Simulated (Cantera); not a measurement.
Input: 1 mol SiHCl3, 25 mol N2, held at 1700 K and 0.00133 bar.

Equilibrium computed with Cantera from the NASA thermochemical tables; the gas is ideal and each condensed phase is pure. Candidate condensed phases: NH4Cl, Si, Si3N4; 28 gas species. The tables' values for SiCl3, SiCl are old estimates; treat these amounts as uncertain. The numbers say what is thermodynamically allowed, not how fast it happens.

Base state: N2 0.925, SiCl2 0.0360, HCl 0.0335, Cl 0.00258, H2 0.00166, SiCl3 0.000872, H 0.000164, SiCl4 4.15e-5 (mole fractions); condensed: gas only.

**Question.** What changes in the equilibrium state with this change: pressure from 0.00133 bar to 0.00640 bar?

**Answer.** 
```
species    before     after
-------  --------  --------
N2          0.925     0.926
SiCl2      0.0360    0.0350
HCl        0.0335    0.0336
Cl        0.00258   0.00118
SiCl4     4.15e-5  0.000194
SiCl      3.69e-5   1.63e-5
H        0.000164   7.52e-5
```

**Question.** What changes in the equilibrium state with this change: SiHCl3 replaced by SiCl4?

**Answer.** 
```tsv
species	before	after
N2	0.925	0.915
Cl	0.00258	0.0482
SiCl2	0.0360	0.0197
HCl	0.0335	0
H2	0.00166	0
H	0.000164	0
Cl2	2.41e-7	8.41e-5
SiCl4	4.15e-5	0.00794
```
The tables' values for SiCl3 are old estimates; treat these amounts as uncertain.
